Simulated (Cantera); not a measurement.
**Equilibrium for titanium nitride, carbide and oxide coatings: Ti(OiPr)4 + C3H8**

Charge: 1 mol Ti(OiPr)4, 1.5 mol C3H8, held at 13.3 mbar.

Equilibrium computed with Cantera from the NASA thermochemical tables; the gas is ideal and each condensed phase is pure. Candidate condensed phases: C, C6H6, C7H8, C8H18, H2O, Ti, TiC, TiO, TiO2, Ti2O3, Ti3O5, Ti4O7; 113 gas species. The feed counts by its element totals alone. TiC: taken at fixed stoichiometry. Equilibrium is a limit: real reactors are often held back by kinetics, nucleation or transport.

| T (K) | log p H2 | log p CO | log p H | log p C2H2 (acetylene) | log p CH4 | log p H2O | n C(graphite) | n TiC(s) |
|---|---|---|---|---|---|---|---|---|
| 1498 | -1.95 | -2.65 | -5.74 | -7.01 | -6.49 | -7.37 | 11.5 | 1.00 |
| 1548 | -1.95 | -2.65 | -5.49 | -6.76 | -6.60 | -7.52 | 11.5 | 1.00 |
| 1598 | -1.95 | -2.65 | -5.25 | -6.52 | -6.69 | -7.66 | 11.5 | 1.00 |
| 1648 | -1.95 | -2.65 | -5.03 | -6.30 | -6.78 | -7.79 | 11.5 | 1.00 |
| 1698 | -1.95 | -2.65 | -4.82 | -6.10 | -6.87 | -7.92 | 11.5 | 1.00 |
| 1748 | -1.96 | -2.65 | -4.62 | -5.90 | -6.95 | -8.04 | 11.5 | 1.00 |
| 1798 | -1.96 | -2.65 | -4.43 | -5.72 | -7.02 | -8.15 | 11.5 | 1.00 |
| 1848 | -1.96 | -2.65 | -4.25 | -5.55 | -7.09 | -8.26 | 11.5 | 1.00 |
| 1898 | -1.96 | -2.65 | -4.09 | -5.38 | -7.16 | -8.36 | 11.5 | 1.00 |
| 1948 | -1.96 | -2.66 | -3.93 | -5.23 | -7.23 | -8.45 | 11.5 | 1.000 |
| 1998 | -1.96 | -2.66 | -3.78 | -5.08 | -7.29 | -8.54 | 11.5 | 1.000 |
| 2048 | -1.96 | -2.66 | -3.63 | -4.94 | -7.35 | -8.63 | 11.5 | 1.000 |
| 2098 | -1.97 | -2.66 | -3.50 | -4.81 | -7.41 | -8.72 | 11.4 | 1.000 |
log p: log10 of the partial pressure in bar; n: condensed amount in mol.

From 1498 K to 2098 K the condensed part is C(graphite) + TiC(s).
